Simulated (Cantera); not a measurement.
A closed system holds: 1 mol MgO, 4.9 mol Cl2, 1.6 mol H2, held at 652 °C and 1.70 Pa.

Method: chemical equilibrium by Gibbs-energy minimisation in Cantera with the NASA 1993 tables (ideal gas, pure condensed phases). Candidate condensed phases: H2O, Mg, MgCl2, MgO, Mg(OH)2; 22 gas species. Condensed phases not in the tables: MgOHCl. Rates play no part.

Base state: HCl 0.485, Cl2 0.479, Cl 0.0194, MgCl2 0.0115, O2 0.00572, H2O 9.20e-5 (mole fractions); condensed: MgO(s).

Problem. What changes in the equilibrium state with this change: pressure from 1.70 Pa to 5.10 Pa?

Solution. 
```
species       before     after
-----------  -------  --------
Cl2            0.479     0.489
HCl            0.485     0.487
Cl            0.0194    0.0113
MgCl2         0.0115   0.00813
H2O          9.20e-5  0.000132
O2           0.00572   0.00400
MgO(s), mol    0.924     0.947
```
